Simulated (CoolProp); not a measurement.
Vapour-liquid equilibrium of propane (1) + isobutene (2) at 253.9 K; x and y are mole fractions of (1).

Computed with CoolProp (multi-fluid Helmholtz-energy mixture model, Lemmon 2009 and Lemmon 2005; pair parameters Bell 2016).

| x | bubble pressure, mixture model (MPa) | bubble pressure, Raoult's law (MPa) | y, mixture model | y, Raoult's law |
|---|---|---|---|---|
| 0.05 | 0.07497 | 0.07059 | 0.219 | 0.178 |
| 0.125 | 0.09283 | 0.08485 | 0.410 | 0.370 |
| 0.2 | 0.1083 | 0.09911 | 0.528 | 0.507 |
| 0.275 | 0.1222 | 0.1134 | 0.612 | 0.609 |
| 0.35 | 0.1353 | 0.1276 | 0.678 | 0.689 |
| 0.425 | 0.1480 | 0.1419 | 0.733 | 0.752 |
| 0.5 | 0.1606 | 0.1561 | 0.781 | 0.804 |
| 0.575 | 0.1733 | 0.1704 | 0.823 | 0.848 |
| 0.65 | 0.1863 | 0.1847 | 0.862 | 0.884 |
| 0.725 | 0.1996 | 0.1989 | 0.897 | 0.916 |
| 0.8 | 0.2133 | 0.2132 | 0.929 | 0.943 |
| 0.875 | 0.2273 | 0.2274 | 0.958 | 0.966 |
| 0.95 | 0.2416 | 0.2417 | 0.984 | 0.987 |

The largest gap from Raoult's law is +9.4 % in bubble pressure, at x = 0.125. No azeotrope shows between x = 0.05 and 0.95.

Pair parameters are fitted to limited data, so mixtures are less certain than the pure fluids.
